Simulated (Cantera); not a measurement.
An isothermal, constant-pressure homogeneous reactor starts with CH4 : N2 = 1 : 1.3 (molar parts), at 1700 K and 1330 Pa. Integrator tolerance rtol = 1e-08.

Detailed kinetics in Cantera: GRI-Mech 3.0 (53 species, 325 reactions). GRI-Mech 3.0 stops at C3 and has no aromatics, soot or wall deposition, so with more carbon than oxygen in the feed, carbon stays in small species such as C2H2 where larger ones or solid carbon would form. Radical loss at walls, strong at low pressure, is not modelled.

**Question.** What does this change do: temperature 1700 to 1925 K?

**Answer.** 
```tsv
quantity	before	after
x(CH4) at 6.00 s	0.00147 (gas-phase equilibrium 0.000162)	3.36e-5 (gas-phase equilibrium 2.98e-5)
x(H) at 6.00 s	0.000850 (gas-phase equilibrium 0.000866)	0.00560 (gas-phase equilibrium 0.00560)
x(C2H6) at 6.00 s	1.99e-8 (gas-phase equilibrium 3.93e-10)	3.29e-11 (gas-phase equilibrium 2.43e-11)
x(C2H2) at 6.00 s	0.151 (gas-phase equilibrium 0.0985)	0.151 (gas-phase equilibrium 0.0928)
x(HCN) at 6.00 s	4.06e-6 (gas-phase equilibrium 0.106)	9.57e-5 (gas-phase equilibrium 0.116)
```

**Question.** What does this change do: N2 1.3 to 6 parts?

**Answer.** 
```csv
quantity,before,after
x(CH4) at 6.00 s,0.00147 (gas-phase equilibrium 0.000162),0.000648 (gas-phase equilibrium 2.14e-5)
x(H) at 6.00 s,0.000850 (gas-phase equilibrium 0.000866),0.000528 (gas-phase equilibrium 0.000556)
x(C2H6) at 6.00 s,1.99e-8 (gas-phase equilibrium 3.93e-10),9.01e-9 (gas-phase equilibrium 1.66e-11)
x(C2H2) at 6.00 s,0.151 (gas-phase equilibrium 0.0985),0.0622 (gas-phase equilibrium 0.0244)
x(HCN) at 6.00 s,4.06e-6 (gas-phase equilibrium 0.106),1.05e-5 (gas-phase equilibrium 0.0761)
```
